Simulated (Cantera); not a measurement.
An adiabatic, constant-pressure homogeneous reactor starts with H2 : O2 : N2 : H2O = 1 : 0.5 : 1.9 : 0.28 (molar parts), at 1275 K and 101000 Pa. Integrator tolerance rtol = 1e-08.

Computed with Cantera and the H2/O2 subset of GRI-Mech 3.0, which has no nitrogen chemistry.

Problem. What does this change do: initial temperature 1275 to 1198 K?

Solution. 
```csv
quantity,before,after
time of steepest temperature rise,35.0 µs,54.1 µs
temperature at 0.400 s,2689 K,2660 K
equilibrium temperature,2689 K,2660 K
x(H2) at 0.400 s,0.0388 (gas-phase equilibrium 0.0388),0.0361 (gas-phase equilibrium 0.0361)
x(O2) at 0.400 s,0.0142 (gas-phase equilibrium 0.0142),0.0133 (gas-phase equilibrium 0.0133)
x(H2O) at 0.400 s,0.332 (gas-phase equilibrium 0.332),0.338 (gas-phase equilibrium 0.338)
x(H2O2) at 0.400 s,4.10e-7 (gas-phase equilibrium 4.10e-7),3.82e-7 (gas-phase equilibrium 3.82e-7)
x(HO2) at 0.400 s,5.48e-6 (gas-phase equilibrium 5.48e-6),4.92e-6 (gas-phase equilibrium 4.92e-6)
x(OH) at 0.400 s,0.0232 (gas-phase equilibrium 0.0232),0.0213 (gas-phase equilibrium 0.0213)
x(O) at 0.400 s,0.00410 (gas-phase equilibrium 0.00410),0.00351 (gas-phase equilibrium 0.00351)
```

Problem. What does this change do: constant volume in place of constant pressure?

Solution. 
```json
[
 {"quantity": "time of steepest temperature rise", "before": "35.0 µs", "after": "34.3 µs"},
 {"quantity": "temperature at 0.400 s", "before": "2689 K", "after": "2852 K"},
 {"quantity": "equilibrium temperature", "before": "2689 K", "after": "2852 K"},
 {"quantity": "x(H2) at 0.400 s", "before": "0.0388 (gas-phase equilibrium 0.0388)", "after": "0.0462 (gas-phase equilibrium 0.0462)"},
 {"quantity": "x(O2) at 0.400 s", "before": "0.0142 (gas-phase equilibrium 0.0142)", "after": "0.0163 (gas-phase equilibrium 0.0163)"},
 {"quantity": "x(H2O) at 0.400 s", "before": "0.332 (gas-phase equilibrium 0.332)", "after": "0.316 (gas-phase equilibrium 0.316)"},
 {"quantity": "x(H2O2) at 0.400 s", "before": "4.10e-7 (gas-phase equilibrium 4.10e-7)", "after": "7.93e-7 (gas-phase equilibrium 7.93e-7)"},
 {"quantity": "x(HO2) at 0.400 s", "before": "5.48e-6 (gas-phase equilibrium 5.48e-6)", "after": "1.00e-5 (gas-phase equilibrium 1.00e-5)"},
 {"quantity": "x(OH) at 0.400 s", "before": "0.0232 (gas-phase equilibrium 0.0232)", "after": "0.0298 (gas-phase equilibrium 0.0298)"},
 {"quantity": "x(O) at 0.400 s", "before": "0.00410 (gas-phase equilibrium 0.00410)", "after": "0.00597 (gas-phase equilibrium 0.00597)"}
]
```
